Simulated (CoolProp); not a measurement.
Vapour-liquid equilibrium of R114 (1) + n-heptane (2) at 303.8 K; x and y are mole fractions of (1).

The numbers come from the multi-fluid Helmholtz-energy mixture model, Platzer 1990 and Span 2003; pair parameters Bell 2016 in CoolProp. This equation is an older, rougher fit; its heat capacities, sound speeds and derivatives of the liquid may be far off and weren't checked against measurements.

| x | bubble pressure, mixture model (bar) | bubble pressure, Raoult's law (bar) | y, mixture model | y, Raoult's law |
|---|---|---|---|---|
| 0.05 | 0.2813 | 0.2043 | 0.725 | 0.627 |
| 0.125 | 0.5645 | 0.3904 | 0.871 | 0.820 |
| 0.2 | 0.8206 | 0.5764 | 0.916 | 0.889 |
| 0.275 | 1.048 | 0.7625 | … | 0.924 |
| 0.35 | 1.247 | 0.9486 | 0.952 | 0.945 |
| 0.425 | 1.422 | 1.135 | … | 0.959 |
| 0.5 | 1.577 | 1.321 | … | 0.970 |
| 0.575 | 1.719 | 1.507 | 0.973 | 0.977 |
| 0.65 | … | 1.693 | 0.977 | 0.983 |
| 0.725 | 1.986 | 1.879 | … | 0.988 |
| 0.8 | 2.124 | 2.065 | 0.986 | 0.992 |
| 0.875 | … | 2.251 | 0.991 | 0.996 |
| 0.95 | 2.438 | 2.437 | 0.996 | 0.998 |

Problem. Some entries are withheld; supply them.

Solution. 
- 0.275, y, mixture model: 0.939
- 0.425, y, mixture model: 0.961
- 0.5, y, mixture model: 0.967
- 0.65, bubble pressure, mixture model (bar): 1.853
- 0.725, y, mixture model: 0.982
- 0.875, bubble pressure, mixture model (bar): 2.273

The largest gap from Raoult's law is +44.6 % in bubble pressure, at x = 0.125. No azeotrope shows between x = 0.05 and 0.95.

The pair parameters rest on a limited set of measurements; away from them the model extrapolates.
